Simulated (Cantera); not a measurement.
A perfectly stirred reactor is fed with C2H6 : N2 = 1 : 3.5 (molar parts), at 1.00 bar; it is held at 1225 K, and followed from long to short residence time.

Computed with Cantera and GRI-Mech 3.0 (53 species, 325 reactions). GRI-Mech 3.0 stops at C3 and has no aromatics, soot or wall deposition, so with more carbon than oxygen in the feed, carbon stays in small species such as C2H2 where larger ones or solid carbon would form.

What does this change do: N2 3.5 to 12 parts?


```
quantity                  before     after
----------------------  --------  --------
x(C2H6) at τ = 0.520 s   0.00754   0.00261
x(CH2) at τ = 0.520 s   5.50e-11  6.16e-11
x(CH3) at τ = 0.520 s    1.02e-5   6.06e-6
x(C2H) at τ = 0.520 s   1.07e-10  1.20e-10
x(H2) at τ = 0.520 s       0.170    0.0798
x(C2H6) at τ = 8.30 ms     0.112    0.0436
x(CH2) at τ = 8.30 ms   3.56e-10  5.78e-10
x(CH3) at τ = 8.30 ms    2.98e-5   2.37e-5
x(C2H) at τ = 8.30 ms   2.96e-11  3.24e-11
x(H2) at τ = 8.30 ms      0.0820    0.0289
```

What does this change do: temperature 1225 to 1500 K?


| quantity | before | after |
|---|---|---|
| x(C2H6) at τ = 0.520 s | 0.00754 | 0.000244 |
| x(CH2) at τ = 0.520 s | 5.50e-11 | 4.35e-9 |
| x(CH3) at τ = 0.520 s | 1.02e-5 | 7.89e-5 |
| x(C2H) at τ = 0.520 s | 1.07e-10 | 1.61e-8 |
| x(H2) at τ = 0.520 s | 0.170 | 0.232 |
| x(C2H6) at τ = 8.30 ms | 0.112 | 0.00476 |
| x(CH2) at τ = 8.30 ms | 3.56e-10 | 6.14e-8 |
| x(CH3) at τ = 8.30 ms | 2.98e-5 | 0.000323 |
| x(C2H) at τ = 8.30 ms | 2.96e-11 | 4.83e-8 |
| x(H2) at τ = 8.30 ms | 0.0820 | 0.208 |
